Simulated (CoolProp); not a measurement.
Values from CoolProp's reference Helmholtz-energy equation of state, Thol 2017.

Task: For octamethyltrisiloxane (MDM), give the phase and the cp (kJ/(kg K)) at 374.2 K and 654 kPa; 549.8 K and 10.7 kPa; 197.2 K and 838 kPa.

Result: 
- 374.2 K and 654 kPa: liquid; cp 1.97
- 549.8 K and 10.7 kPa: gas; cp 2.04
- 197.2 K and 838 kPa: liquid; cp 1.64
